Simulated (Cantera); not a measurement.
Input: 1 mol Mg(OH)2, 3.1 mol CO2, 0.012 mol H2O, at 26.0 Pa.

These are equilibrium values from Cantera (NASA tables, ideal gas, pure condensed phases), not measurements of a reactor. Candidate condensed phases: C, C6H6, C7H8, C8H18, H2O, Mg, MgCO3, MgO, Mg(OH)2; 116 gas species. Equilibrium is a limit: real reactors are often held back by kinetics, nucleation or transport.

x: gas mole fraction; n: condensed amount in mol.

```tsv
T (K)	x CO2	x H2O	x CO	x O2	x OH	x H2	x H	n MgO(s)
1198	0.754	0.246	9.99e-5	6.07e-5	4.69e-6	2.39e-5	5.76e-8	1.00
1298	0.753	0.246	0.000433	0.000251	2.36e-5	8.06e-5	5.97e-7	1.00
1398	0.752	0.246	___	___	___	___	___	1.00
1498	0.747	0.245	___	___	___	___	___	1.00
1598	0.737	0.243	0.0114	0.00609	0.000882	0.00125	0.000117	1.000
1698	0.717	0.239	0.0257	0.0135	0.00220	0.00251	0.000449	1.000
1798	0.679	0.231	0.0518	0.0268	0.00487	0.00462	0.00148	1.000
```

Task: Complete the blanks.

Result: 
- 1398, x CO: 0.00152
- 1398, x O2: 0.000849
- 1398, x OH: 9.39e-5
- 1398, x H2: 0.000229
- 1398, x H: 4.44e-6
- 1498, x CO: 0.00446
- 1498, x O2: 0.00244
- 1498, x OH: 0.000311
- 1498, x H2: 0.000566
- 1498, x H: 2.54e-5
